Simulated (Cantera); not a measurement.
What does this Cantera script print?

```python
import numpy as np
import cantera as ct

gas = ct.Solution("gri30.yaml")


def delay(T, t_max=10):
    gas.TPX = T, 2200000, {'H2': 1, 'O2': 0.667, 'N2': 3.2}
    reactor = ct.IdealGasConstPressureReactor(gas, clone=False)
    net = ct.ReactorNet([reactor])
    net.rtol, net.atol = 1e-8, 1e-16
    while net.time < t_max:
        t_old, T_old = net.time, reactor.T
        net.step()
        if reactor.T > T + 400:  # ignition: a rise of 400 K
            return t_old + (T + 400 - T_old) / (reactor.T - T_old) * (net.time - t_old)
    return np.nan


taus = []
for T in [1225, 1300, 1375, 1450, 1525]:
    taus.append(delay(T))
    print(f"T0 = {T:6g} K   tau = {taus[-1]:.4e} s")

# d ln(tau) / d ln(k), from doubling and halving each rate constant
T, sens = 1450, []
for i in range(gas.n_reactions):
    gas.set_multiplier(2.0, i)
    up = delay(T)
    gas.set_multiplier(0.5, i)
    down = delay(T)
    gas.set_multiplier(1.0, i)
    sens.append((np.log(up / down) / np.log(4.0), gas.reaction(i).equation))
sens.sort(key=lambda x: -abs(x[0]))
print(f"sensitivities at {T} K")
for s, eq in sens[:10]:
    print(f"{s:8.3f}  {eq}")
```

It prints:

```
T0 =   1225 K   tau = 9.0120e-05 s
T0 =   1300 K   tau = 1.8726e-05 s
T0 =   1375 K   tau = 3.3185e-06 s
T0 =   1450 K   tau = 1.4084e-06 s
T0 =   1525 K   tau = 8.8301e-07 s
sensitivities at 1450 K
  -1.425  H + O2 <=> O + OH
   0.610  H + O2 + N2 <=> HO2 + N2
   0.307  H + O2 + M <=> HO2 + M
  -0.205  H2 + O <=> H + OH
  -0.139  H2 + OH <=> H + H2O
  -0.104  H + HO2 <=> 2 OH
   0.090  H + O2 + O2 <=> HO2 + O2
  -0.023  H + HO2 <=> H2 + O2
  -0.020  H + H2O2 <=> H2 + HO2
   0.009  HO2 + OH <=> H2O + O2
```

Cantera simulation using GRI-Mech 3.0 (53 species, 325 reactions); the numbers are that mechanism's predictions, not measurements. The hydrogen kinetics of GRI-Mech 3.0 are dated; newer H2 mechanisms differ, most at raised pressure. The pressure lies above the range GRI-Mech 3.0 was tuned for (to about 10 atm).
